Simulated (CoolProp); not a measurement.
Vapour-liquid equilibrium of R143a (1) + fluoroethane (R161) (2) at 265 kPa; x and y are mole fractions of (1).

The numbers come from the multi-fluid Helmholtz-energy mixture model, Lemmon and Jacobsen 2000 and Wu 2012; pair parameters Bell 2016 in CoolProp.

### Question
Give the bubble temperature and the first vapour's composition at x = 0.05, 0.5, 0.65. Is there an azeotrope?

### Answer
x = 0.05: -15.0 °C, y = 0.073; x = 0.5: -20.3 °C, y = 0.587; x = 0.65: -21.7 °C, y = 0.723. No azeotrope shows between x = 0.05 and 0.95.

The pair parameters rest on a limited set of measurements; away from them the model extrapolates.
